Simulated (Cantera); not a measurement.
A freely propagating, adiabatic, planar premixed flame of CH₄ : O₂ : N₂ = 0.78 : 2.44 : 9.17 (molar parts), equivalence ratio 0.64, unburnt at 500 K and 2.30 bar; mixture-averaged transport, grid criteria slope 0.08 and curve 0.16, no radiation.

Model: GRI-Mech 3.0 (53 species, 325 reactions), integrated in Cantera. Burning velocities carry a grid error of a few per cent, more on coarse grids.

Predict: laminar burning velocity; thermal thickness; peak x(CH₂O); peak x(CH₃); peak x(C₂H).


```json
{
 "laminar_burning_velocity": "31.4 cm/s",
 "thermal_thickness": "0.318 mm",
 "peak x(CH₂O)": "0.000970",
 "peak x(CH₃)": "0.000598",
 "peak x(C₂H)": "<1e-8"
}
```
